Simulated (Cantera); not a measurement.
## Moist CO burnout

A perfectly stirred reactor is fed with 1.16 % CO, 1.84 % O2, 0.0116 % H2O, 97.0 % N2, equivalence ratio 0.32, at 0.290 bar; it is held at 998 K, and followed from long to short residence time.

Computed with Cantera and GRI-Mech 3.0 (53 species, 325 reactions).

| τ (s) | x CO | x O2 | x H2O | x H2O2 | x NO2 |
|---|---|---|---|---|---|
| 28 | 0.000747 | 0.0130 | 0.000116 | 2.55e-9 | 2.51e-9 |
| 5.3 | 0.00216 | 0.0137 | 0.000115 | 3.02e-9 | 7.48e-10 |
| 0.97 | 0.00549 | 0.0154 | 0.000112 | 2.88e-9 | 2.13e-10 |
| 0.18 | 0.00970 | 0.0174 | 0.000112 | 2.58e-9 | 3.52e-11 |
| 0.033 | 0.0116 | 0.0184 | 0.000116 | <1e-12 | <1e-12 |
| 0.0062 | 0.0116 | 0.0184 | 0.000116 | <1e-12 | <1e-12 |
| 0.0011 | 0.0116 | 0.0184 | 0.000116 | <1e-12 | <1e-12 |
x: mole fraction; the columns are a selection and need not sum to one.
